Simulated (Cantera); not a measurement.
Charge: 1 mol Cu, 0.32 mol O₂, 18 mol CO, held at 973.15 K.

Method: chemical equilibrium by Gibbs-energy minimisation in Cantera with the NASA 1993 tables (ideal gas, pure condensed phases). Candidate condensed phases: C, Cu, CuO, Cu₂O; 15 gas species. Equilibrium is a limit: real reactors are often held back by kinetics, nucleation or transport.

log p: log10 of the partial pressure in bar; n: condensed amount in mol.

```csv
P (Pa),log p CO,log p CO₂,log p Cu,n Cu(s),n C(graphite)
10,-4.02,-5.45,-11.29,1.000,0
61,-3.23,-4.66,-11.29,1.00,0
370,-2.45,-3.88,-11.29,1.00,0
2200,___,___,-11.29,1.00,0
13000,-0.93,-1.87,-11.29,1.00,1.12
82000,-0.27,-0.54,-11.29,1.00,4.17
500000,___,___,-11.29,1.00,___
3000000,0.70,1.40,<-10,1.00,7.83
```

### Question
What belongs in the gaps?

### Answer

- 2200, log p CO: -1.67
- 2200, log p CO₂: -3.11
- 500000, log p CO: 0.25
- 500000, log p CO₂: 0.51
- 500000, n C(graphite): 6.65
